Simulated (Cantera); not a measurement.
A Cantera script and what it prints.

```python
import numpy as np
import cantera as ct

gas_names = """
    H HO2 H2 H2O H2O2 O OH O2 O3 Zr ZrO ZrO2
""".split()
cond_names = """
    H2O(s) H2O(L) Zr(a) Zr(b) Zr(L) ZrO2(a) ZrO2(b) ZrO2(L)
""".split()


# ... load() reads the species with a 1 bar reference pressure and builds the phases ...
atoms = {
    'Zr': {'Zr': 1},
    'O2': {'O': 2},
    'H2': {'H': 2},
}
top_T = {}  # K; cautious upper limits of use, not melting points


# ... equilibrate(T, P, feed) seeds the gas with the atoms and calls Mixture.equilibrate('TP', solver="vcs", rtol=1e-11, max_steps=5000) ...
results = []
feed = {'Zr': 1, 'O2': 2.9, 'H2': 58}  # mol
T = 1925  # K
for P in [0.1, 1.5, 22, 320, 4600, 68000, 1000000]:
    mix = equilibrate(T, P, feed)
    results.append((T, P, feed, dict(zip(mix.species_names, mix.species_moles))))

top = {s: max(r[3][s] / sum(r[3][g] for g in gas_names) for r in results) for s in gas_names}
cols = sorted((s for s in top if top[s] > 0.001), key=lambda s: -top[s])[:9]
seen = [c for c in cond_names if any(r[3].get(c, 0) > 1e-12 for r in results)]
print("log10 of partial pressures in bar; condensed amounts in mol")
print(f"{'P/Pa':>10s}" + "".join(f"{s[:9]:>10s}" for s in cols + seen))
for T, P, feed, n in results:
    ng = sum(n[g] for g in gas_names)
    print(f"{P:10.4g}" + "".join(f"{np.log10(max(n[s] / ng * P / 1e5, 1e-99)):10.3f}" for s in cols)
          + "".join(f"{n.get(c, 0):10.4g}" for c in seen))
```

Output:

```
log10 of partial pressures in bar; condensed amounts in mol
      P/Pa        H2         H       H2O         O        OH   ZrO2(b)
       0.1    -6.430    -6.235    -7.455    -8.254    -8.322    0.9995
       1.5    -4.960    -5.500    -6.070    -8.339    -7.672         1
        22    -3.715    -4.877    -4.857    -8.372    -7.083         1
       320    -2.532    -4.285    -3.683    -8.381    -6.500         1
      4600    -1.369    -3.704    -2.522    -8.383    -5.921         1
   6.8e+04    -0.197    -3.118    -1.351    -8.384    -5.336         1
     1e+06     0.970    -2.534    -0.184    -8.384    -4.752         1
```

Equilibrium computed with Cantera from the NASA thermochemical tables; the gas is ideal and each condensed phase is pure.
